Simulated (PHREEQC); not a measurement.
# Buffer (model solution)

Solution (60 °C): 0.038 mol HF, 0.013 mol NaOH and 0.092 mol NaCl per kg of water. Closed to the air; pH follows from the charge balance.

All values are PHREEQC results (ion-association model, phreeqc.dat), not measurements.

Each row changes one thing in this solution. Precipitation was switched off in this run.

| case | pH | ionic strength (mol/kgw) | HF (mol/kgw) | F- (mol/kgw) | HF2- (mol/kgw) | NaF (mol/kgw) |
|---|---|---|---|---|---|---|
| as made | 3.07 | 0.106 | 0.0227 | 0.0124 | 0.00123 | 0.000417 |
| NaCl left out | 3.15 | 0.0137 | 0.0229 | 0.0125 | 0.00126 | 7.17e-5 |
| temperature from 60 to 50 °C | 2.99 | 0.106 | 0.0225 | 0.0126 | 0.00123 | 0.000427 |
| temperature from 60 to 55 °C | 3.03 | 0.106 | 0.0226 | 0.0125 | 0.00123 | 0.000422 |
| NaCl replaced by Na2CO3 at the same molality | 9.50 | 0.154 | 2.33e-8 | 0.0365 | 3.72e-9 | 0.00152 |
| NaOH from 0.013 to 0.0195 mol/kgw | 3.36 | 0.111 | 0.0167 | 0.0181 | 0.00132 | 0.000637 |
| NaOH replaced by NaHSO4 at the same molality | 2.08 | 0.120 | 0.0352 | 0.00205 | 0.000316 | 6.63e-5 |
| diluted 10-fold with water | 3.36 | 0.0110 | 0.00200 | 0.00176 | 1.55e-5 | 8.41e-6 |

Constants without temperature data keep their 25 °C values here.
